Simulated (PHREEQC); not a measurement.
Dissolve 0.089 mmol/kgw CaSO4, 53 mmol/kgw Na2HPO4 and 0.072 mmol/kgw H4SiO4 at 94 °C. Closed to the air; pH follows from the charge balance.

Model: ion-association model, phreeqc.dat, run in PHREEQC.

No solid was allowed to form.

Problem. Order these P species by the share of P that they hold, largest first: HPO4-2, NaHPO4-, CaPO4-, H2PO4-, PO4-3.

Solution. HPO4-2 (93 %), NaHPO4- (5.2 %), H2PO4- (1.0 %), PO4-3 (0.34 %), CaPO4- (0.13 %)

The pH is 8.61 and the ionic strength 0.153 mol/kgw. Examples of supersaturated solids here: Hydroxyapatite. Others may be too. Constants without temperature data keep their 25 °C values here.
